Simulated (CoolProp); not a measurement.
Vapour-liquid equilibrium of ethanol (1) + ethylbenzene (2) at 79.35 °C; x and y are mole fractions of (1).

Model: multi-fluid Helmholtz-energy mixture model, Schroeder 2014 and Zhou 2012; pair parameters Bell 2016, in CoolProp.

### Question
Give the bubble pressure and the first vapour's composition at x = 0.05, 0.35, 0.8. Is there an azeotrope?

### Answer
x = 0.05: 40.37 kPa, y = 0.607; x = 0.35: 89.39 kPa, y = 0.846; x = 0.8: 100.1 kPa, y = 0.897. No azeotrope shows between x = 0.05 and 0.95.

Pair parameters are fitted to limited data, so mixtures are less certain than the pure fluids. With so large a gap from Raoult's law the liquid may split in two, which this calculation doesn't test in full.
